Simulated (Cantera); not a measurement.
An isothermal plug-flow reactor at 675 K and 280000 Pa (inlet), inlet velocity 0.24 m/s, active area per volume 2900 1/m; feed 2.45 % CO, 6.34 % O2, 87.9 % N2, 3.34 % H2O, equivalence ratio 0.19.

Computed with Cantera and Deutschmann's 1995 Pt surface mechanism with GRI-Mech 3.0 gas chemistry. Catalytic surfaces can have several steady states; this one follows from the mechanism file's or the stated starting coverage. Mass transfer to the wall is taken as infinitely fast.

**Question.** Predict: x(CO) at z = 0.073 m; x(O2) at z = 0.073 m; x(H2O) at z = 0.073 m; x(CO2) at z = 0.073 m; θ(free Pt) at the exit; θ(O*) at the exit; θ(OH*) at the exit.

**Answer.** 
- x(CO) at z = 0.073 m: 3.08e-5
- x(O2) at z = 0.073 m: 0.0518
- x(H2O) at z = 0.073 m: 0.0338
- x(CO2) at z = 0.073 m: 0.0247
- θ(free Pt) at the exit: 0.00386
- θ(O*) at the exit: 0.992
- θ(OH*) at the exit: 0.00444
